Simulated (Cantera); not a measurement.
Al(CH3)3 + N2 + NH3 (aluminium nitride and oxide growth)

Input: 1 mol Al(CH3)3, 5.3 mol N2, 6.2 mol NH3, equilibrated at 0.133 bar.

Equilibrium computed with Cantera from the NASA thermochemical tables; the gas is ideal and each condensed phase is pure. Candidate condensed phases: Al, AlN, C, C6H6, C7H8, C8H18; 97 gas species. The feed counts by its element totals alone. The numbers say what is thermodynamically allowed, not how fast it happens.

From 1275 K to 2175 K the condensed part is AlN(s) + C(graphite).

| T (K) | x H2 | x N2 | x Al | x HCN | x H | n AlN(s) | n C(graphite) |
|---|---|---|---|---|---|---|---|
| 1275 | 0.635 | 0.364 | <1e-12 | 7.83e-5 | 1.61e-6 | 1.00 | 2.99 |
| 1350 | 0.635 | 0.364 | 7.16e-12 | 0.000157 | 5.20e-6 | 1.00 | 2.99 |
| 1425 | 0.636 | 0.364 | 1.43e-10 | 0.000291 | 1.49e-5 | 1.00 | 2.99 |
| 1500 | 0.635 | 0.364 | 2.11e-9 | 0.000508 | 3.84e-5 | 1.00 | 2.99 |
| 1575 | 0.635 | 0.364 | 2.39e-8 | 0.000841 | 9.07e-5 | 1.000 | 2.98 |
| 1650 | 0.635 | 0.363 | 2.17e-7 | 0.00133 | 0.000198 | 1.000 | 2.97 |
| 1725 | 0.634 | 0.363 | 1.63e-6 | 0.00201 | 0.000405 | 1.000 | 2.95 |
| 1800 | 0.634 | 0.362 | 1.03e-5 | 0.00294 | 0.000781 | 1.000 | 2.93 |
| 1875 | 0.632 | 0.362 | 5.57e-5 | 0.00417 | 0.00143 | 0.999 | 2.90 |
| 1950 | 0.630 | 0.361 | 0.000265 | 0.00574 | 0.00249 | 0.994 | 2.85 |
| 2025 | 0.627 | 0.359 | 0.00112 | 0.00771 | 0.00417 | 0.974 | 2.80 |
| 2100 | 0.620 | 0.357 | 0.00429 | 0.0101 | 0.00672 | 0.900 | 2.72 |
| 2175 | 0.604 | 0.355 | 0.0149 | 0.0128 | 0.0104 | 0.649 | 2.63 |
x: gas mole fraction; n: condensed amount in mol.
